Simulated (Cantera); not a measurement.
Input: 1 mol PbO, 4.9 mol CH4, 0.94 mol N2.

Points: T (K) = 1023, 1173, 1323, 1473, 1623, 1773, 1923, 2073, 2223, 2373, 2523, 2673; P (Pa) = 10, 42, 180, 750, 3200, 13000, 56000, 240000, 1e+06.

Cantera's Mixture.equilibrate('TP', solver="vcs", rtol=1e-11, max_steps=5000) on the NASA tables stopped like this:

```
ERROR: FAILURE its = 5001!

*******************************************************************************
CanteraError thrown by MultiPhase::equilibrate:
VCS solver failed. Return code: -1
*******************************************************************************
```

What got this run through?

This is not unique; one that fits is The failure is numerical, not chemical. The same input converged with solver="gibbs", rtol=1e-10, max_steps=50000, and the result passed a check of the equilibrium conditions:
```
   1023         10  C(gr)
   1173         10  C(gr)
   1323         10  C(gr)
   1473         10  C(gr)
   1623         10  C(gr)
   1773         10  C(gr)
   1923         10  C(gr)
   2073         10  C(gr)
   2223         10  C(gr)
   2373         10  C(gr)
   2523         10  C(gr)
   2673         10  gas only
   1023         42  C(gr) + Pb(L)
   1173         42  C(gr)
   1323         42  C(gr)
   1473         42  C(gr)
   1623         42  C(gr)
   1773         42  C(gr)
   1923         42  C(gr)
   2073         42  C(gr)
   2223         42  C(gr)
   2373         42  C(gr)
   2523         42  C(gr)
   2673         42  C(gr)
   1023        180  C(gr) + Pb(L)
   1173        180  C(gr)
   1323        180  C(gr)
   1473        180  C(gr)
   1623        180  C(gr)
   1773        180  C(gr)
   1923        180  C(gr)
   2073        180  C(gr)
   2223        180  C(gr)
   2373        180  C(gr)
   2523        180  C(gr)
   2673        180  C(gr)
   1023        750  C(gr) + Pb(L)
   1173        750  C(gr) + Pb(L)
   1323        750  C(gr)
   1473        750  C(gr)
   1623        750  C(gr)
   1773        750  C(gr)
   1923        750  C(gr)
   2073        750  C(gr)
   2223        750  C(gr)
   2373        750  C(gr)
   2523        750  C(gr)
   2673        750  C(gr)
   1023       3200  C(gr) + Pb(L)
   1173       3200  C(gr) + Pb(L)
   1323       3200  C(gr)
   1473       3200  C(gr)
   1623       3200  C(gr)
   1773       3200  C(gr)
   1923       3200  C(gr)
   2073       3200  C(gr)
   2223       3200  C(gr)
   2373       3200  C(gr)
   2523       3200  C(gr)
   2673       3200  C(gr)
   1023    1.3e+04  C(gr) + Pb(L)
   1173    1.3e+04  C(gr) + Pb(L)
   1323    1.3e+04  C(gr) + Pb(L)
   1473    1.3e+04  C(gr)
   1623    1.3e+04  C(gr)
   1773    1.3e+04  C(gr)
   1923    1.3e+04  C(gr)
   2073    1.3e+04  C(gr)
   2223    1.3e+04  C(gr)
   2373    1.3e+04  C(gr)
   2523    1.3e+04  C(gr)
   2673    1.3e+04  C(gr)
   1023    5.6e+04  C(gr) + Pb(L)
   1173    5.6e+04  C(gr) + Pb(L)
   1323    5.6e+04  C(gr) + Pb(L)
   1473    5.6e+04  C(gr) + Pb(L)
   1623    5.6e+04  C(gr)
   1773    5.6e+04  C(gr)
   1923    5.6e+04  C(gr)
   2073    5.6e+04  C(gr)
   2223    5.6e+04  C(gr)
   2373    5.6e+04  C(gr)
   2523    5.6e+04  C(gr)
   2673    5.6e+04  C(gr)
   1023    2.4e+05  C(gr) + Pb(L)
   1173    2.4e+05  C(gr) + Pb(L)
   1323    2.4e+05  C(gr) + Pb(L)
   1473    2.4e+05  C(gr) + Pb(L)
   1623    2.4e+05  C(gr) + Pb(L)
   1773    2.4e+05  C(gr)
   1923    2.4e+05  C(gr)
   2073    2.4e+05  C(gr)
   2223    2.4e+05  C(gr)
   2373    2.4e+05  C(gr)
   2523    2.4e+05  C(gr)
   2673    2.4e+05  C(gr)
   1023      1e+06  C(gr) + Pb(L)
   1173      1e+06  C(gr) + Pb(L)
   1323      1e+06  C(gr) + Pb(L)
   1473      1e+06  C(gr) + Pb(L)
   1623      1e+06  C(gr) + Pb(L)
   1773      1e+06  C(gr) + Pb(L)
   1923      1e+06  C(gr) + Pb(L)
   2073      1e+06  C(gr)
   2223      1e+06  C(gr)
   2373      1e+06  C(gr)
   2523      1e+06  C(gr)
   2673      1e+06  C(gr)
```

The gas is ideal and each condensed phase is pure.
